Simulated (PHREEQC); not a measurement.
Dissolve 5e-05 mol/kgw Ca(HCO3)2 and 3.1e-05 mol/kgw NaHCO3 at 25 °C. Closed to the air; pH follows from the charge balance.

All values are PHREEQC results (ion-association model, wateq4f.dat), not measurements.

Each row changes one thing in this solution. No solid was allowed to form.

```
case                                                 pH  ionic strength (mol/kgw)  CO2 (mol/kgw)  CO3-2 (mol/kgw)
-------------------------------------------------  ----  ------------------------  -------------  ---------------
as made                                            8.11                  0.000181        2.18e-6          8.14e-7
Ca(HCO3)2 left out                                 7.89                   3.11e-5        8.72e-7          1.10e-7
NaHCO3 from 3.1e-05 to 4.65e-05 mol/kgw            8.13                  0.000197        2.37e-6          9.42e-7
NaHCO3 from 3.1e-05 to 2.79e-05 mol/kgw            8.11                  0.000178        2.15e-6                …
Ca(HCO3)2 replaced by Li2CO3 at the same molality  9.57                  0.000143        4.10e-8          1.24e-5
NaHCO3 from 3.1e-05 to 0.00031 mol/kgw             8.22                  0.000462        5.30e-6                …
NaHCO3 left out                                    8.08                  0.000150        1.81e-6          5.69e-7
NaHCO3 from 3.1e-05 to 6.2e-05 mol/kgw             8.14                  0.000213        2.55e-6          1.07e-6
```

Fill in the missing entries.


- NaHCO3 from 3.1e-05 to 2.79e-05 mol/kgw, CO3-2 (mol/kgw): 7.89e-7
- NaHCO3 from 3.1e-05 to 0.00031 mol/kgw, CO3-2 (mol/kgw): 3.36e-6

Species that the database lacks are ignored.
